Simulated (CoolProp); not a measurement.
Vapour-liquid equilibrium of R134a (1) + R227EA (2) at 210.4 K; x and y are mole fractions of (1).

The numbers come from the multi-fluid Helmholtz-energy mixture model, Tillner-Roth 1994 and Lemmon 2016; pair parameters Bell 2016 in CoolProp.

Give the bubble pressure and the first vapour's composition at x = 0.2, 0.5, 0.8. Is there an azeotrope?

x = 0.2: 0.009474 MPa, y = 0.328; x = 0.5: 0.01130 MPa, y = 0.629; x = 0.8: 0.01261 MPa, y = 0.851. No azeotrope shows between x = 0.05 and 0.95.

The pair parameters rest on a limited set of measurements; away from them the model extrapolates.
